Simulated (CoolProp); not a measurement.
The numbers come from the reference Helmholtz-energy equation of state, Zhou 2011 in CoolProp.

**Question.** For dimethyl carbonate, give the phase and the cv (kJ/(kg K)), isothermal compressibility (1/MPa), fugacity coefficient at 249.05 °C and 0.518 MPa; 285.75 °C and 0.518 MPa.

**Answer.** 
- 249.05 °C and 0.518 MPa: gas; cv 1.64, isothermal compressibility 2.03, fugacity coefficient 0.956
- 285.75 °C and 0.518 MPa: gas; cv 1.70, isothermal compressibility 2.01, fugacity coefficient 0.964
